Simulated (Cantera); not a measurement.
Charge: 1 mol HI, 0.034 mol H2O, 1.4 mol N2, at 101000 Pa.

These are equilibrium values from Cantera (NASA tables, ideal gas, pure condensed phases), not measurements of a reactor. Candidate condensed phases: H2O, I2; 50 gas species. Ions and electrons are included (thermal ionisation). Rates play no part.

Task: At 2750 K, list the 5 most abundant gas species with their mole fractions, and the condensed phases.

Result: N2 0.475, I 0.321, H2 0.148, H 0.0261, HI 0.0182. Condensed: gas only.
